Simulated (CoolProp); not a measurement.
A closed Brayton cycle with nitrogen: compressor inlet 327.15 K and 0.93 MPa, high pressure 1.8 MPa, turbine inlet 670 K, compressor efficiency 0.8, turbine efficiency 0.85, recuperator effectiveness 0.8 (on enthalpy, no pinch check). Each further row changes one setting.

The numbers come from the reference Helmholtz-energy equation of state, Span 2000 in CoolProp.

| case | thermal efficiency (%) | net work (kJ/kg) | compressor to turbine work | compressor exit (K) | turbine exit (K) |
|---|---|---|---|---|---|
| as stated | 10.3 | 14.2 | 0.86 | 412.0 | 575.3 |
| turbine inlet 620 K | 5.3 | 6.45 | 0.93 | 412.0 | 531.6 |
| compressor inlet 337.15 K | 8.5 | 11.5 | 0.89 | 424.5 | 575.3 |
| high pressure 1.53 MPa | 11.3 | 14.0 | 0.82 | 389.7 | 597.2 |
| recuperator effectiveness 0.5 | 7.5 | 14.2 | 0.86 | 412.0 | 575.3 |
